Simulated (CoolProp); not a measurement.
Vapour-liquid equilibrium of hydrogen sulfide (1) + isobutane (2) at 332.4 K; x and y are mole fractions of (1).

Model: multi-fluid Helmholtz-energy mixture model, Lemmon 2006 and Bücker 2006; pair parameters Kunz 2012, in CoolProp.

Question: Give the bubble pressure and the first vapour's composition at x = 0.05, 0.125, 0.2. Is there an azeotrope?

Answer: x = 0.05: 1054 kPa, y = 0.193; x = 0.125: 1362 kPa, y = 0.388; x = 0.2: 1669 kPa, y = 0.515. No azeotrope shows between x = 0.05 and 0.95.

The pair parameters rest on a limited set of measurements; away from them the model extrapolates.
